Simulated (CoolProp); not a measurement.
Vapour-liquid equilibrium of CH3F (R41) (1) + chloromethane (R40) (2) at 5.35 bar; x and y are mole fractions of (1).

The numbers come from the multi-fluid Helmholtz-energy mixture model, Lemmon 2006 and Thol 2014; pair parameters Bell 2016 in CoolProp.

Problem. Give the bubble temperature and the first vapour's composition at x = 0.05, 0.2, 0.5. Is there an azeotrope?

Solution. x = 0.05: 287.3 K, y = 0.242; x = 0.2: 268.1 K, y = 0.646; x = 0.5: 247.4 K, y = 0.893. No azeotrope shows between x = 0.05 and 0.95.

Pair parameters are fitted to limited data, so mixtures are less certain than the pure fluids. The gap from Raoult's law changes sign with composition, which may be real or a fault of the pair parameters; it wasn't checked against measurements.
